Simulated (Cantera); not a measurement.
A Cantera script and its output.

```python
import numpy as np
import cantera as ct

gas = ct.Solution("gri30.yaml")
gas.TPX = 600, 1000000, {'CH3OH': 1, 'O2': 1.95, 'N2': 7.32, 'CO2': 2.9}
flame = ct.FreeFlame(gas, width=0.008)
flame.set_refine_criteria(ratio=3, slope=0.08, curve=0.16)
flame.transport_model = "mixture-averaged"
flame.solve(loglevel=0, auto=True)
z, T = flame.grid, flame.T
thick = (T[-1] - T[0]) / np.gradient(T, z).max()
show = ['CH3OH', 'O2', 'CO2', 'H2O2', 'C2H6', 'HCO']
print(f"laminar burning velocity  {flame.velocity[0] * 100:.3f} cm/s")
print(f"burnt temperature         {T[-1]:.1f} K")
print(f"thermal thickness         {thick * 1e3:.4f} mm")
print(f"grid points               {len(z)}")
z0 = z[flame.heat_release_rate.argmax()]
print(f"{'z/mm':>9s}{'T/K':>9s}{'u/(m/s)':>9s}" + "".join(f"{s:>11s}" for s in show))
rows = []
for k in (-3, -2, -1.5, -1, -0.5, -0.25, 0, 0.25, 0.5, 1, 2, 4, 8):
    zz = z0 + k * thick
    rows.append([k * thick, np.interp(zz, z, T), np.interp(zz, z, flame.velocity),
                 *(np.interp(zz, z, flame.X[gas.species_index(s)]) for s in show)])
    print(f"{rows[-1][0] * 1e3:9.3f}{rows[-1][1]:9.1f}{rows[-1][2]:9.3f}" + "".join(f"{x:11.3e}" for x in rows[-1][3:]))
```

It prints:

```
laminar burning velocity  12.103 cm/s
burnt temperature         1791.1 K
thermal thickness         0.1789 mm
grid points               119
     z/mm      T/K  u/(m/s)      CH3OH         O2        CO2       H2O2       C2H6        HCO
   -0.537    601.8    0.122  7.578e-02  1.477e-01  2.200e-01  1.912e-06  3.416e-13  3.348e-17
   -0.358    612.5    0.124  7.515e-02  1.461e-01  2.196e-01  1.288e-05  3.488e-12  2.875e-15
   -0.268    639.2    0.130  7.353e-02  1.429e-01  2.191e-01  3.905e-05  1.409e-11  5.233e-14
   -0.179    737.0    0.151  6.687e-02  1.323e-01  2.192e-01  1.318e-04  6.844e-11  5.083e-12
   -0.089   1032.5    0.215  4.275e-02  1.023e-01  2.255e-01  3.811e-04  3.108e-10  6.087e-09
   -0.045   1296.1    0.274  1.853e-02  7.589e-02  2.358e-01  3.572e-04  6.174e-10  6.881e-07
    0.000   1569.4    0.333  8.281e-04  5.031e-02  2.534e-01  1.795e-05  6.218e-10  3.869e-06
    0.045   1698.9    0.358  1.744e-07  3.909e-02  2.702e-01  1.191e-06  2.649e-13  1.304e-08
    0.089   1746.7    0.367  1.047e-10  3.552e-02  2.777e-01  7.143e-07  4.290e-17  1.276e-09
    0.179   1776.2    0.373  1.155e-13  3.352e-02  2.824e-01  3.361e-07  2.580e-22  9.969e-11
    0.358   1787.9    0.375  2.139e-17  3.281e-02  2.842e-01  1.382e-07  4.836e-28  4.243e-12
    0.716   1790.8    0.375  3.009e-18  3.267e-02  2.846e-01  7.982e-08 -4.417e-28  3.864e-13
    1.431   1791.1    0.375  1.840e-18  3.265e-02  2.847e-01  7.263e-08 -2.627e-28  2.224e-13
```

Cantera simulation using GRI-Mech 3.0 (53 species, 325 reactions); the numbers are that mechanism's predictions, not measurements. GRI-Mech 3.0 was tuned for natural gas; its chemistry of methanol as a main component is partial and can be far from experiment. Burning velocities carry a grid error of a few per cent, more on coarse grids.
